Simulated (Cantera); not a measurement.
A perfectly stirred reactor is fed with 13.8 % H2, 86.2 % O2, equivalence ratio 0.080, at 20.0 Torr; it is held at 1250 K, and followed from long to short residence time.

Computed with Cantera and the H2/O2 subset of GRI-Mech 3.0, which has no nitrogen chemistry. Radical loss at walls, strong at low pressure, is not modelled. The temperature is held fixed by assumption; the heat of reaction is taken as removed at once.

One state of this run: x H2 = 0.00148; x O2 = 0.840; x OH = 0.00390; x H = 0.00216; x HO2 = 9.36e-6; x O = 0.00955. x: mole fraction; the columns are a selection and need not sum to one.

Task: Which value of τ (s) does it belong to?
A. 4.0
B. 12
C. 0.055
D. 0.0065

Result: C, 0.055
